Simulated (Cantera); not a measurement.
Input (Python, Cantera):

```python
import numpy as np
import cantera as ct

gas = ct.Solution("gri30.yaml")
gas.TPX = 525, 500000, {'C2H6': 1, 'O2': 7.61, 'N2': 28.6, 'CO2': 4.1}
inlet = ct.Reservoir(gas, clone=True)
gas.equilibrate("HP")  # start burning
reactor = ct.IdealGasConstPressureReactor(gas, energy="on", clone=False)
exhaust = ct.Reservoir(gas, clone=True)
tau = [0.11, 0.042, 0.016, 0.006, 0.0023, 0.00086, 0.00033, 0.00012, 4.7e-05, 1.8e-05, 6.7e-06][0]
for a, b in ((inlet, reactor), (reactor, exhaust)):
    ct.MassFlowController(a, b, mdot=lambda t: reactor.mass / tau)
net = ct.ReactorNet([reactor])
show = ['C2H6', 'O2', 'CO2', 'CH2CO', 'HCO', 'H', 'CO']

rows = []
print(f"{'tau/s':>10s}{'T/K':>9s}" + "".join(f"{s:>11s}" for s in show))
for tau in [0.11, 0.042, 0.016, 0.006, 0.0023, 0.00086, 0.00033, 0.00012, 4.7e-05, 1.8e-05, 6.7e-06]:
    net.initial_time = 0.0
    net.advance(30 * tau)
    before = gas.X
    net.advance(40 * tau)
    drift = np.max(np.abs(gas.X - before) / (gas.X + 1e-9))
    rows.append([gas.T, *gas[show].X, drift])
    print(f"{tau:10.3e}{gas.T:9.1f}" + "".join(f"{x:11.3e}" for x in gas[show].X))
```

Output:

```
     tau/s      T/K       C2H6         O2        CO2      CH2CO        HCO          H         CO
 1.100e-01   1459.3  3.347e-06  9.847e-02  1.455e-01  6.302e-06  2.167e-09  3.638e-07  2.941e-04
 4.200e-02   1456.1  6.866e-06  9.866e-02  1.451e-01  1.250e-05  5.855e-09  8.973e-07  6.071e-04
 1.600e-02   1449.3  1.470e-05  9.910e-02  1.443e-01  2.531e-05  1.611e-08  2.184e-06  1.306e-03
 6.000e-03   1431.3  3.696e-05  1.003e-01  1.420e-01  5.758e-05  4.622e-08  5.097e-06  3.206e-03
 2.300e-03    525.0  2.421e-02  1.842e-01  9.925e-02 -1.541e-16 -1.180e-32 -4.951e-34 -3.238e-15
 8.600e-04    525.0  2.421e-02  1.842e-01  9.925e-02  4.933e-20  3.775e-36  5.609e-35  1.036e-18
 3.300e-04    525.0  2.421e-02  1.842e-01  9.925e-02  3.015e-21  2.307e-37  5.416e-35  6.333e-20
 1.200e-04    525.0  2.421e-02  1.842e-01  9.925e-02  1.904e-22  1.457e-38  5.414e-35  4.000e-21
 4.700e-05    525.0  2.421e-02  1.842e-01  9.925e-02  1.203e-23  9.206e-40  5.412e-35  2.527e-22
 1.800e-05    525.0  2.421e-02  1.842e-01  9.925e-02  7.598e-25  5.815e-41  5.405e-35  1.596e-23
 6.700e-06    525.0  2.421e-02  1.842e-01  9.925e-02  4.799e-26  3.673e-42  5.387e-35  1.008e-24
```

Model: GRI-Mech 3.0 (53 species, 325 reactions), integrated in Cantera.
